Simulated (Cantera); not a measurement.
Charge: 1 mol SiH4, 0.38 mol HCl, 17 mol N2, at 1773.15 K and 690 Pa.

Cantera equilibrium calculation (NASA polynomials, part measured and part estimated; ideal gas, pure solids and liquids). Candidate condensed phases: NH4Cl, Si, Si3N4; 28 gas species. The tables' values for SiCl, SiN are old estimates; treat these amounts as uncertain. The numbers say what is thermodynamically allowed, not how fast it happens.

Base state: N2 0.872, H2 0.110, HCl 0.0120, SiCl2 0.00402, H 0.00114, Si 0.000296, Cl 9.52e-5, SiCl 9.05e-5 (mole fractions); condensed: Si3N4(s).

### Question
What changes in the equilibrium state with this change: pressure from 690 Pa to 100000 Pa?

### Answer
```json
[
 {"species": "N2", "before": "0.872", "after": "0.873"},
 {"species": "H2", "before": "0.110", "after": "0.107"},
 {"species": "HCl", "before": "0.0120", "after": "0.0195"},
 {"species": "SiCl2", "before": "0.00402", "after": "0.000393"},
 {"species": "Si2N", "before": "1.75e-5", "after": "1.91e-9"},
 {"species": "Si", "before": "0.000296", "after": "7.41e-8"},
 {"species": "SiH", "before": "1.01e-5", "after": "2.99e-8"},
 {"species": "SiN", "before": "1.10e-5", "after": "3.32e-8"},
 {"species": "Si3N4(s), mol", "before": "0.305", "after": "0.331"}
]
```
The tables' values for SiCl3 are old estimates; treat these amounts as uncertain.
